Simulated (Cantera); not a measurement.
## Calcination and drying: Mg(OH)₂ + H₂ + H₂O

Charge: 1 mol Mg(OH)₂, 0.3 mol H₂, 9 mol H₂O, equilibrated at 1750 °C and 4400 Pa.

These are equilibrium values from Cantera (NASA tables, ideal gas, pure condensed phases), not measurements of a reactor. Candidate condensed phases: H₂O, Mg, MgO, Mg(OH)₂; 15 gas species. The numbers say what is thermodynamically allowed, not how fast it happens.

- x(H₂O): 0.956
- x(H₂): 0.0347
- x(OH): 0.00484
- x(O₂): 0.00202
- x(H): 0.00169
- x(O): 0.000171
- x(Mg(OH)₂): 4.51e-5
- x(Mg): 1.74e-5
- x(MgOH): 1.15e-5
- n(MgO(s)): 0.999 mol
- gas amount: 10.36 mol
- log10 activity of Mg(l) (absent): -7.66
